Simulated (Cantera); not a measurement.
Feed: 1 mol HMDSO, 0.89 mol O3, 16 mol H2, 0.78 mol N2O, held at 1100 K.

Method: chemical equilibrium by Gibbs-energy minimisation in Cantera with the NASA 1993 tables (ideal gas, pure condensed phases). Candidate condensed phases: C, C6H6, C7H8, C8H18, H2O, Si, SiC, SiO2, Si2N2O, Si3N4; 151 gas species. The feed counts by its element totals alone. Kinetics and transport are ignored.

Task: At 14.3 Torr, list the 5 most abundant gas species with their mole fractions, and the condensed phases.

Result: H2 0.952, N2 0.0298, CO 0.0171, CH4 0.000619, H2O 2.77e-5. Condensed: C(graphite) + SiO2(β-quartz).
